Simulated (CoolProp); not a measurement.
The numbers come from the reference Helmholtz-energy equation of state, Pan 2012 in CoolProp.

Problem. For R236FA, give the phase and the speed of sound (m/s), expansivity (1/kK) at 327.6 K and 0.672 MPa; 385.5 K and 0.672 MPa.

Solution. 
- 327.6 K and 0.672 MPa: liquid; speed of sound 407, expansivity 3.35
- 385.5 K and 0.672 MPa: gas; speed of sound 138, expansivity 3.61
